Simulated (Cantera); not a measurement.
A closed system holds: 1 mol Si₃N₄, 8.2 mol O₂, 4 mol N₂, 19 mol HCl, at 700 K and 0.100 bar.

Method: chemical equilibrium by Gibbs-energy minimisation in Cantera with the NASA 1993 tables (ideal gas, pure condensed phases). Candidate condensed phases: H₂O, NH₄Cl, Si, SiO₂, Si₂N₂O, Si₃N₄; 47 gas species. Kinetics and transport are ignored.

Base state: HCl 0.268, N₂ 0.220, H₂O 0.214, Cl₂ 0.214, O₂ 0.0835 (mole fractions); condensed: SiO₂(α-quartz).

What changes in the equilibrium state with this change: Si₃N₄ replaced by AlN?


```tsv
species	before	after
HCl	0.268	0.238
H₂O	0.214	0.222
Cl₂	0.214	0.222
O₂	0.0835	0.156
N₂	0.220	0.162
SiO₂(α-quartz), mol	3.00	0
Al₂O₃(s), mol	0	0.500
```
Condensed phases not in the tables: AlOCl. Further candidate phases: Al, AlCl₃, AlN, Al₂O₃.

What changes in the equilibrium state with this change: temperature from 700 K to 1823 K?


| species | before | after |
|---|---|---|
| HCl | 0.268 | 0.506 |
| N₂ | 0.220 | 0.194 |
| O₂ | 0.0835 | 0.140 |
| Cl₂ | 0.214 | 0.00736 |
| H₂O | 0.214 | 0.0546 |
| Cl | 9.67e-7 | 0.0954 |
| OH | <1e-9 | 0.000939 |
| O | <1e-9 | 0.000178 |
| H₂ | <1e-9 | 3.08e-5 |
| SiO₂(α-quartz), mol | 3.00 | 0 |
| SiO₂(condensed), mol | 0 | 3.00 |
The tables hold silica as quartz up to 1696 K and as liquid above; real silica turns to tridymite and cristobalite and melts near 1996 K.
